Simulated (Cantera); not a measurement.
Cantera with NASA thermochemical tables; ideal gases at 1 bar, condensed phases pure. Values are per mole of reaction as written; species without (g) are pure solids or liquids, kept so even where they would boil at 1 bar.

Between 948 and 1048 K, where is each reaction favourable under standard conditions?
- 2 CH3(g) + 3 Fe2Cl6(g) ⇌ 2 C + 6 FeCl2 + 6 HCl(g)
- 2 H(g) + 2 C3H8(g) + 3 Fe2Cl6(g) ⇌ 6 FeCl2 + 6 CH3Cl(g)


- 2 CH3(g) + 3 Fe2Cl6(g) ⇌ 2 C + 6 FeCl2 + 6 HCl(g): ΔG° is -814 kJ at 948 K and -834 kJ at 1048 K; it stays negative (K > 1). ΔH° is -612 kJ and ΔS° 212 J/K at 1048 K.
- 2 H(g) + 2 C3H8(g) + 3 Fe2Cl6(g) ⇌ 6 FeCl2 + 6 CH3Cl(g): ΔG° is -558 kJ at 948 K and -561 kJ at 1048 K; it stays negative (K > 1). ΔH° is -516 kJ and ΔS° 44 J/K at 1048 K.
